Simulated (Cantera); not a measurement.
A closed system holds: 1 mol Al, a varied amount of N2O, 19 mol H2, held at 725 K and 7.50 Torr.

These are equilibrium values from Cantera (NASA tables, ideal gas, pure condensed phases), not measurements of a reactor. Candidate condensed phases: Al, AlN, Al2O3, H2O; 35 gas species. Rates play no part.

At 20 mol N2O, list the 3 most abundant gas species with their mole fractions, and the condensed phases.

N2 0.513, H2O 0.474, H2 0.0128. Condensed: Al2O3(s).
